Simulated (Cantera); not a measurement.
Input (Python, Cantera) and output of one run.

```python
import numpy as np
import cantera as ct

gas_names = """
    O2 CL2
""".split()
cond_names = """
    Sr(a) SrCL2(a) SrO(s)
""".split()


# ... load() reads the species with a 1 bar reference pressure and builds the phases ...
species = {s.name: s for s in load("nasa_gas.yaml", gas_names) + load("nasa_condensed.yaml", cond_names)}
T = 800
g = {n: (s.thermo.h(T) - T * s.thermo.s(T)) / (ct.gas_constant * T * np.log(10)) for n, s in species.items()}
valid = cond_names  # the entries whose range holds T


def stable(la, lb):
    # potentials (over RT ln 10) of the two non-metals from log10 p(O2) and log10 p(CL2) in bar
    mu = {}
    mu["O"] = (g["O2"] + la) / 2
    mu["Cl"] = (g["CL2"] + lb) / 2
    cost = {}
    for n in valid:
        c = species[n].composition
        cost[n] = (g[n] - sum(c.get(e, 0) * m for e, m in mu.items())) / c["Sr"]
    return min(cost, key=cost.get)


results = []
for lb in [0, -2.6, -5.2, -7.9, -10.5, -13.1, -15.8, -18.4, -21]:
    row = [stable(la, lb) for la in [-45, -42, -39, -36, -33, -30, -27, -24, -21, -18, -15, -12, -9, -6, -3, 0]]
    results.append(row)
    print(f"{lb:6.1f}  " + " ".join(f"{valid.index(n):x}" for n in row))
print("key: " + ", ".join(f"{i:x} {n}" for i, n in enumerate(valid)))
```

It prints:

```
   0.0  1 1 1 1 1 1 1 1 1 1 1 1 1 1 1 1
  -2.6  1 1 1 1 1 1 1 1 1 1 1 1 1 1 1 1
  -5.2  1 1 1 1 1 1 1 1 1 1 1 1 1 1 1 1
  -7.9  1 1 1 1 1 1 1 1 1 1 1 1 1 1 1 1
 -10.5  1 1 1 1 1 1 1 1 1 1 1 1 1 1 1 1
 -13.1  1 1 1 1 1 1 1 1 1 1 1 1 1 1 1 2
 -15.8  1 1 1 1 1 1 1 1 1 1 1 1 1 2 2 2
 -18.4  1 1 1 1 1 1 1 1 1 1 1 1 2 2 2 2
 -21.0  1 1 1 1 1 1 1 1 1 1 2 2 2 2 2 2
key: 0 Sr(a), 1 SrCL2(a), 2 SrO(s)
```

Standard-state values (1 bar) from the NASA 1993 polynomials, evaluated with Cantera. Not in the tables: the peroxide, oxide halides.
